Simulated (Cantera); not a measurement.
A closed system holds: 1 mol MgO, 0.71 mol C, 0.36 mol H2, equilibrated at 0.000430 bar.

These are equilibrium values from Cantera (NASA tables, ideal gas, pure condensed phases), not measurements of a reactor. Candidate condensed phases: C, C6H6, C7H8, C8H18, H2O, Mg, MgCO3, MgO, Mg(OH)2; 116 gas species. The tables' values for MgH are old estimates; treat these amounts as uncertain. The numbers say what is thermodynamically allowed, not how fast it happens.

x: gas mole fraction; n: condensed amount in mol.

```json
[
 {"T (°C)": "602", "x H2": "1.000", "x Mg": "2.86e-8", "x CO": "2.86e-8", "x H": "2.42e-9", "x H2O": "5.01e-11", "x CO2": "<1e-12", "x CH4": "0.000188", "n C(graphite)": "0.710", "n MgO(s)": "1.00"},
 {"T (°C)": "702", "x H2": "1.000", "x Mg": "2.44e-6", "x CO": "2.44e-6", "x H": "5.52e-8", "x H2O": "6.30e-10", "x CO2": "<1e-12", "x CH4": "5.40e-5", "n C(graphite)": "0.710", "n MgO(s)": "1.000"},
 {"T (°C)": "802", "x H2": "1.000", "x Mg": "9.00e-5", "x CO": "9.00e-5", "x H": "7.08e-7", "x H2O": "4.89e-9", "x CO2": "<1e-12", "x CH4": "1.94e-5", "n C(graphite)": "0.710", "n MgO(s)": "1.000"},
 {"T (°C)": "902", "x H2": "0.996", "x Mg": "[?]", "x CO": "[?]", "x H": "[?]", "x H2O": "[?]", "x CO2": "[?]", "x CH4": "[?]", "n C(graphite)": "0.709", "n MgO(s)": "0.999"},
 {"T (°C)": "1002", "x H2": "0.956", "x Mg": "0.0219", "x CO": "0.0219", "x H": "3.48e-5", "x H2O": "1.05e-7", "x CO2": "1.44e-9", "x CH4": "3.64e-6", "n C(graphite)": "0.702", "n MgO(s)": "0.992"},
 {"T (°C)": "1102", "x H2": "0.629", "x Mg": "0.185", "x CO": "0.185", "x H": "0.000131", "x H2O": "2.31e-7", "x CO2": "3.28e-8", "x CH4": "8.48e-7", "n C(graphite)": "0.604", "n MgO(s)": "0.894"},
 {"T (°C)": "1202", "x H2": "0.202", "x Mg": "0.399", "x CO": "0.399", "x H": "0.000281", "x H2O": "6.12e-7", "x CO2": "4.87e-7", "x CH4": "5.96e-9", "n C(graphite)": "0", "n MgO(s)": "0.290"},
 {"T (°C)": "1302", "x H2": "0.202", "x Mg": "0.399", "x CO": "0.399", "x H": "[?]", "x H2O": "[?]", "x CO2": "[?]", "x CH4": "[?]", "n C(graphite)": "0", "n MgO(s)": "0.290"},
 {"T (°C)": "1402", "x H2": "0.201", "x Mg": "0.398", "x CO": "0.398", "x H": "0.00251", "x H2O": "6.70e-5", "x CO2": "4.01e-5", "x CH4": "5.94e-12", "n C(graphite)": "0", "n MgO(s)": "0.290"},
 {"T (°C)": "1502", "x H2": "0.198", "x Mg": "0.398", "x CO": "0.397", "x H": "0.00621", "x H2O": "0.000462", "x CO2": "0.000249", "x CH4": "<1e-12", "n C(graphite)": "0", "n MgO(s)": "0.289"},
 {"T (°C)": "1602", "x H2": "0.191", "x Mg": "0.398", "x CO": "0.393", "x H": "0.0138", "x H2O": "0.00250", "x CO2": "0.00126", "x CH4": "<1e-12", "n C(graphite)": "0", "n MgO(s)": "0.283"},
 {"T (°C)": "1702", "x H2": "0.172", "x Mg": "0.403", "x CO": "0.382", "x H": "0.0274", "x H2O": "0.0105", "x CO2": "0.00520", "x CH4": "<1e-12", "n C(graphite)": "0", "n MgO(s)": "0.261"}
]
```

**Question.** Complete the blanks.

**Answer.** 
- 902, x Mg: 0.00178
- 902, x CO: 0.00178
- 902, x H: 5.90e-6
- 902, x H2O: 2.64e-8
- 902, x CO2: 3.69e-11
- 902, x CH4: 8.18e-6
- 1302, x H: 0.000900
- 1302, x H2O: 7.48e-6
- 1302, x CO2: 5.10e-6
- 1302, x CH4: 1.51e-10
